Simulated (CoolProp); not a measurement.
Vapour-liquid equilibrium of carbon monoxide (1) + methane (2) at -168.55 °C; x and y are mole fractions of (1).

Model: multi-fluid Helmholtz-energy mixture model, Lemmon 2006 and Setzmann 1991; pair parameters Kunz 2012, in CoolProp.

| x | bubble pressure, mixture model (bar) | bubble pressure, Raoult's law (bar) | y, mixture model | y, Raoult's law |
|---|---|---|---|---|
| 0.05 | 0.9468 | 0.8926 | 0.446 | 0.422 |
| 0.15 | 1.793 | 1.592 | 0.730 | 0.710 |
| 0.25 | 2.639 | 2.291 | 0.832 | 0.822 |
| 0.35 | 3.438 | 2.990 | 0.883 | 0.882 |
| 0.45 | 4.161 | 3.690 | 0.913 | 0.919 |
| 0.55 | 4.807 | 4.389 | 0.933 | 0.944 |
| 0.65 | 5.392 | 5.088 | 0.949 | 0.963 |
| 0.75 | 5.951 | 5.788 | 0.962 | 0.977 |
| 0.85 | 6.526 | 6.487 | 0.976 | 0.987 |
| 0.95 | 7.171 | 7.186 | 0.991 | 0.996 |

The largest gap from Raoult's law is +15.2 % in bubble pressure, at x = 0.25. No azeotrope shows between x = 0.05 and 0.95.

The pair parameters rest on a limited set of measurements; away from them the model extrapolates.
